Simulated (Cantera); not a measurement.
Input: 1 mol Fe₃O₄, 1.5 mol CH₄, 0.33 mol CO, at 1580 Torr.

These are equilibrium values from Cantera (NASA tables, ideal gas, pure condensed phases), not measurements of a reactor. Candidate condensed phases: C, C₆H₆, C₇H₈, C₈H₁₈, Fe, Fe(CO)₅, FeO, Fe(OH)₂, Fe(OH)₃, Fe₂O₃, Fe₃O₄, H₂O; 114 gas species. Each liquid is taken as pure. Mutual solubility and eutectic melting of coexisting phases are not modelled. The tables' stoichiometric FeO is somewhat more stable than real wüstite, so its field is too wide. FeO: taken at fixed stoichiometry. Equilibrium is a limit: real reactors are often held back by kinetics, nucleation or transport.

x: gas mole fraction; n: condensed amount in mol.

| T (K) | x H₂ | x CO | x H₂O | x CO₂ | x H | x Fe | x Fe(OH)₂ | n Fe(γ) | n FeO(s) | n Fe(δ) | n FeO(l) | n Fe(l) |
|---|---|---|---|---|---|---|---|---|---|---|---|---|
| 1573 | 0.429 | 0.328 | 0.192 | 0.0508 | 1.84e-5 | 3.13e-7 | (withheld) | 1.67 | 1.33 | 0 | 0 | 0 |
| 1623 | 0.424 | 0.329 | 0.198 | 0.0495 | 3.10e-5 | 7.96e-7 | (withheld) | 1.69 | 1.31 | 0 | 0 | 0 |
| 1673 | 0.422 | 0.331 | 0.199 | 0.0474 | 5.10e-5 | 1.91e-6 | (withheld) | 0 | 0 | 1.69 | 1.31 | 0 |
| 1723 | 0.424 | 0.334 | 0.197 | 0.0444 | 8.19e-5 | 4.35e-6 | (withheld) | 0 | 0 | 1.67 | 1.33 | 0 |
| 1773 | 0.426 | 0.337 | 0.195 | 0.0417 | 0.000128 | 9.42e-6 | (withheld) | 0 | 0 | 1.65 | 1.35 | 0 |
| 1823 | 0.427 | 0.339 | 0.194 | 0.0395 | 0.000195 | 1.94e-5 | (withheld) | 0 | 0 | 0 | 1.37 | 1.63 |
| 1873 | 0.425 | 0.341 | 0.196 | 0.0382 | 0.000290 | 3.76e-5 | (withheld) | 0 | 0 | 0 | 1.37 | 1.63 |
| 1923 | 0.424 | 0.342 | 0.197 | 0.0369 | 0.000423 | 7.05e-5 | (withheld) | 0 | 0 | 0 | 1.37 | 1.63 |
| 1973 | 0.423 | 0.343 | 0.198 | 0.0358 | 0.000605 | 0.000128 | (withheld) | 0 | 0 | 0 | 1.37 | 1.63 |
| 2023 | 0.422 | 0.344 | 0.199 | 0.0347 | 0.000851 | 0.000224 | (withheld) | 0 | 0 | 0 | 1.37 | 1.63 |
| 2073 | 0.420 | 0.345 | 0.199 | 0.0337 | 0.00118 | 0.000382 | (withheld) | 0 | 0 | 0 | 1.37 | 1.63 |
| 2123 | 0.419 | 0.346 | 0.200 | 0.0328 | 0.00160 | 0.000635 | (withheld) | 0 | 0 | 0 | 1.37 | 1.62 |

### Question
What belongs in the gaps?

### Answer

- 1573, x Fe(OH)₂: 5.81e-6
- 1623, x Fe(OH)₂: 9.09e-6
- 1673, x Fe(OH)₂: 1.33e-5
- 1723, x Fe(OH)₂: 1.81e-5
- 1773, x Fe(OH)₂: 2.42e-5
- 1823, x Fe(OH)₂: 3.19e-5
- 1873, x Fe(OH)₂: 4.19e-5
- 1923, x Fe(OH)₂: 5.42e-5
- 1973, x Fe(OH)₂: 6.90e-5
- 2023, x Fe(OH)₂: 8.68e-5
- 2073, x Fe(OH)₂: 0.000108
- 2123, x Fe(OH)₂: 0.000132
